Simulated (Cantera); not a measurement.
A closed system holds: 1 mol SiHCl₃, 0.087 mol HCl, 41 mol N₂, equilibrated at 1223.15 K and 190000 Pa.

These are equilibrium values from Cantera (NASA tables, ideal gas, pure condensed phases), not measurements of a reactor. Candidate condensed phases: NH₄Cl, Si, Si₃N₄; 28 gas species. N₂ is the only nitrogen source here; it is nearly inert below about 1500 K, so the nitride shown seldom forms there in practice. The tables' values for SiCl₃ are old estimates; treat these amounts as uncertain. The numbers say what is thermodynamically allowed, not how fast it happens.

Base state: N₂ 0.963, HCl 0.0220, SiCl₄ 0.0127, H₂ 0.00186, SiCl₃ 0.000100, SiHCl₃ 3.31e-5 (mole fractions); condensed: Si₃N₄(s).

**Question.** What changes in the equilibrium state with this change: pressure from 190000 Pa to 133 Pa?

**Answer.** 
| species | before | after |
|---|---|---|
| N₂ | 0.963 | 0.961 |
| HCl | 0.0220 | 0.0241 |
| SiCl₄ | 0.0127 | 0.00973 |
| SiCl₂ | 6.32e-6 | 0.00235 |
| SiCl₃ | 0.000100 | 0.00170 |
| SiHCl₃ | 3.31e-5 | 9.48e-6 |
| Si₃N₄(s), mol | 0.153 | 0.139 |
